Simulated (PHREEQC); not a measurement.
Make-up at 20 °C: 0.83 mol/kgw HCl, 0.1 mol/kgw BaCl2 and 1.05 mol/kgw NaCl. Closed to the air; pH follows from the charge balance.

All values are PHREEQC results (Pitzer model, pitzer.dat), not measurements.

Precipitation was switched off in this run.

What pH, activity of water, density does the model give?

pH -0.11; activity of water 0.923; density 1.069 g/cm³.

In brines, pH and single-ion activities rest on the MacInnes convention.
